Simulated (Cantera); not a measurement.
Input: 1 mol Al, 2.1 mol HCl, 210 mol H₂, 11 mol O₂, held at 27.0 Torr.

Method: chemical equilibrium by Gibbs-energy minimisation in Cantera with the NASA 1993 tables (ideal gas, pure condensed phases). Candidate condensed phases: Al, AlCl₃, Al₂O₃, H₂O; 29 gas species. Equilibrium is a limit: real reactors are often held back by kinetics, nucleation or transport. All values below are at 1598 K.

Base state: H₂ 0.893, H₂O 0.0966, HCl 0.00990, H 0.000265 (mole fractions); condensed: Al₂O₃(s).

Problem. What changes in the equilibrium state with this change: O₂ from 11 to 2.9 mol?

Solution. 
| species | before | after |
|---|---|---|
| H₂ | 0.893 | 0.970 |
| H₂O | 0.0966 | 0.0203 |
| HCl | 0.00990 | 0.00990 |
| H | 0.000265 | 0.000276 |
| Al₂O₃(s), mol | 0.500 | 0.500 |
